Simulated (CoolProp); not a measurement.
Methanol at 298.15 K and 0.0122 MPa is compressed adiabatically to 0.0713 MPa with isentropic efficiency 0.75. Each further row changes one setting.

Computed with CoolProp (reference Helmholtz-energy equation of state, de Reuck 1993).

```csv
case,work (kJ/kg),final temperature (K),final density (kg/m³)
as stated,210,431.7,0.640
efficiency 1,?,?,?
efficiency 0.65,?,?,0.613
```

Complete the blanks.


- efficiency 1, work (kJ/kg): 157
- efficiency 1, final temperature (K): 400.8
- efficiency 1, final density (kg/m³): 0.692
- efficiency 0.65, work (kJ/kg): 242
- efficiency 0.65, final temperature (K): 450.3
